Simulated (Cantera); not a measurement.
A closed system holds: 1 mol HBr, 0.026 mol O2, 28 mol N2, equilibrated at 2798 K and 1 atm.

Equilibrium computed with Cantera from the NASA thermochemical tables; the gas is ideal and each condensed phase is pure. Candidate condensed phases: Br2, H2O; 27 gas species. The numbers say what is thermodynamically allowed, not how fast it happens.

Base state: N2 0.947, Br 0.0290, H2 0.00935, H 0.00780, HBr 0.00483, H2O 0.00112, OH 0.000262, NO 0.000226 (mole fractions); condensed: gas only.

Q: What changes in the equilibrium state with this change: N2 from 28 to 2.5 mol?

A: 
| species | before | after |
|---|---|---|
| N2 | 0.947 | 0.643 |
| Br | 0.0290 | 0.178 |
| HBr | 0.00483 | 0.0789 |
| H2O | 0.00112 | 0.0118 |
| H2 | 0.00935 | 0.0663 |
| H | 0.00780 | 0.0208 |
| Br2 | 5.17e-6 | 0.000194 |
| OH | 0.000262 | 0.00104 |
| O2 | 6.62e-6 | 1.46e-5 |
| O | 0.000138 | 0.000205 |
| NO | 0.000226 | 0.000277 |
